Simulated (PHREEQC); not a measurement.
1.1 g of hydrous ferric oxide (600 m²/g; 0.2 weak and 0.005 strong sites per Fe, Dzombak-Morel constants, diffuse double layer) in 1 kg of water with 0.005 mol/kgw of an inert sodium salt and 2.7e-05 mol/kgw Ag2SO4 and 0.00017 mol/kgw ZnSO4, at 25 °C; the pH is set by adding NaOH or the inert anion's acid. Oxygen is held at 0.21 atm. CO2 from the air is kept out. Nothing may precipitate in this run.

Base run: PHREEQC, ion-association model, wateq4f.dat. Each further column changes one thing. The table gives Ag sorbed (%).

| pH | base | no electrostatic term (-no_edl) | background salt from 0.005 to 0.0005 mol/kgw | oxide from 1.1 to 5.5 g/kgw |
|---|---|---|---|---|
| 3 | 0.0 | 0.0 | 0.0 | 0.1 |
| 3.5 | 0.1 | 0.0 | 0.1 | 0.4 |
| 4 | 0.4 | 0.0 | 0.6 | 2.1 |
| 4.5 | 1.6 | 0.0 | 2.1 | 8.2 |
| 5 | 4.8 | 0.0 | ___ | 22.8 |
| 5.5 | 7.8 | 0.1 | 8.8 | 42.6 |
| 6 | 7.2 | 0.3 | 7.7 | ___ |
| 6.5 | 9.1 | 1.6 | 9.3 | 83.2 |
| 7 | 19.3 | 10.0 | ___ | 93.7 |
| 7.5 | 40.0 | 35.1 | 40.8 | 97.9 |
| 8 | 65.0 | 65.1 | 65.9 | 99.3 |
| 8.5 | 84.4 | 83.3 | 84.9 | 99.8 |
| 9 | 94.2 | 90.9 | 94.5 | 99.9 |

Problem. What belongs in the gaps?

Solution. 
- 5, background salt from 0.005 to 0.0005 mol/kgw: 5.6
- 6, oxide from 1.1 to 5.5 g/kgw: 64.1
- 7, background salt from 0.005 to 0.0005 mol/kgw: 19.8

The oxide is taken as insoluble; below pH 4 it would dissolve.
